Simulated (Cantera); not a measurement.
## Adiabatic ignition

An adiabatic, constant-volume homogeneous reactor starts with 1.76 % C3H8, 20.4 % O2, 77.0 % N2, 0.758 % H2, at 1800 K and 9.87 atm.

Model: GRI-Mech 3.0 (53 species, 325 reactions), integrated in Cantera. GRI-Mech 3.0 was tuned for natural gas; its chemistry of propane as a main component is partial and can be far from experiment.

| t (s) | T (K) | P (bar) | x C3H8 | x O2 | x NO | x CH3 | x H2O2 | x C2H2 |
|---|---|---|---|---|---|---|---|---|
| 6.00e-6 | 2793 | 15.9 | <1e-12 | 0.108 | 0.000371 | <1e-12 | 9.85e-7 | <1e-12 |
| 1.47e-5 | 2842 | 16.2 | <1e-12 | 0.107 | 0.00129 | <1e-12 | 1.21e-6 | <1e-12 |
| 3.59e-5 | 2838 | 16.2 | <1e-12 | 0.106 | 0.00338 | <1e-12 | 1.20e-6 | <1e-12 |
| 8.77e-5 | 2830 | 16.1 | <1e-12 | 0.104 | 0.00775 | <1e-12 | 1.17e-6 | <1e-12 |
| 0.000214 | 2817 | 16.0 | <1e-12 | 0.101 | 0.0149 | <1e-12 | 1.13e-6 | <1e-12 |
| 0.000524 | 2803 | 15.9 | <1e-12 | 0.0976 | 0.0218 | <1e-12 | 1.09e-6 | <1e-12 |
| 0.00128 | 2799 | 15.9 | <1e-12 | 0.0965 | 0.0241 | <1e-12 | 1.07e-6 | <1e-12 |
| 0.00313 | 2799 | 15.9 | <1e-12 | 0.0965 | 0.0242 | <1e-12 | 1.07e-6 | <1e-12 |
| 0.00766 | 2799 | 15.9 | <1e-12 | 0.0965 | 0.0242 | <1e-12 | 1.07e-6 | <1e-12 |
| 0.0187 | 2799 | 15.9 | <1e-12 | 0.0965 | 0.0242 | <1e-12 | 1.07e-6 | <1e-12 |
| 0.0458 | 2799 | 15.9 | <1e-12 | 0.0965 | 0.0242 | <1e-12 | 1.07e-6 | <1e-12 |
| 0.112 | 2799 | 15.9 | <1e-12 | 0.0965 | 0.0242 | <1e-12 | 1.07e-6 | <1e-12 |
| 0.274 | 2799 | 15.9 | <1e-12 | 0.0965 | 0.0242 | <1e-12 | 1.07e-6 | <1e-12 |
| 0.669 | 2799 | 15.9 | <1e-12 | 0.0965 | 0.0242 | <1e-12 | 1.07e-6 | <1e-12 |
| 1.64 | 2799 | 15.9 | <1e-12 | 0.0965 | 0.0242 | <1e-12 | 1.07e-6 | <1e-12 |
| 4.00 | 2799 | 15.9 | <1e-12 | 0.0965 | 0.0242 | <1e-12 | 1.07e-6 | <1e-12 |
x: mole fraction; the columns are a selection and need not sum to one.

| Property | Value |
|---|---|
| time of steepest temperature rise | 1.91 µs |
| temperature at 4.00 s | 2799 K |
| equilibrium temperature | 2799 K |
| x(C3H8) at 4.00 s | <1e-12 (gas-phase equilibrium <1e-12) |
| x(O2) at 4.00 s | 0.0965 (gas-phase equilibrium 0.0965) |
| x(NO) at 4.00 s | 0.0242 (gas-phase equilibrium 0.0242) |
